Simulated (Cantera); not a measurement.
An isothermal, constant-pressure homogeneous reactor starts with CH4 : N2 = 1 : 39 (molar parts), at 1750 K and 10.00 Torr.

Detailed kinetics in Cantera: GRI-Mech 3.0 (53 species, 325 reactions). GRI-Mech 3.0 stops at C3 and has no aromatics, soot or wall deposition, so with more carbon than oxygen in the feed, carbon stays in small species such as C2H2 where larger ones or solid carbon would form. Radical loss at walls, strong at low pressure, is not modelled.

x: mole fraction; the columns are a selection and need not sum to one.

```json
[
 {"t (s)": "1.00e-5", "x CH4": "0.0250", "x H": "7.18e-8", "x C2H4": "<1e-12", "x CH2": "<1e-12", "x C2H6": "<1e-12", "x C2H2": "<1e-12"},
 {"t (s)": "7.17e-5", "x CH4": "0.0250", "x H": "…", "x C2H4": "<1e-12", "x CH2": "1.63e-12", "x C2H6": "<1e-12", "x C2H2": "<1e-12"},
 {"t (s)": "0.000514", "x CH4": "0.0250", "x H": "6.33e-7", "x C2H4": "4.13e-10", "x CH2": "2.12e-10", "x C2H6": "4.03e-11", "x C2H2": "1.07e-12"},
 {"t (s)": "0.00369", "x CH4": "0.0249", "x H": "6.67e-7", "x C2H4": "2.24e-7", "x CH2": "7.83e-9", "x C2H6": "9.36e-9", "x C2H2": "4.68e-9"},
 {"t (s)": "0.0265", "x CH4": "0.0244", "x H": "2.56e-6", "x C2H4": "7.50e-5", "x CH2": "2.68e-7", "x C2H6": "6.70e-7", "x C2H2": "1.28e-5"},
 {"t (s)": "0.190", "x CH4": "0.0111", "x H": "6.44e-5", "x C2H4": "0.000582", "x CH2": "1.47e-6", "x C2H6": "1.90e-6", "x C2H2": "0.00588"},
 {"t (s)": "1.36", "x CH4": "0.000750", "x H": "0.000188", "x C2H4": "4.56e-6", "x CH2": "4.32e-7", "x C2H6": "2.65e-8", "x C2H2": "0.0118"},
 {"t (s)": "9.76", "x CH4": "1.94e-5", "x H": "0.000342", "x C2H4": "2.04e-7", "x CH2": "3.72e-8", "x C2H6": "4.77e-11", "x C2H2": "0.0122"},
 {"t (s)": "70.0", "x CH4": "…", "x H": "…", "x C2H4": "1.95e-7", "x CH2": "5.57e-10", "x C2H6": "<1e-12", "x C2H2": "0.0122"}
]
```

Question: Complete the blanks.

Answer: 
- 7.17e-5, x H: 3.66e-7
- 70.0, x CH4: 2.26e-7
- 70.0, x H: 0.000387
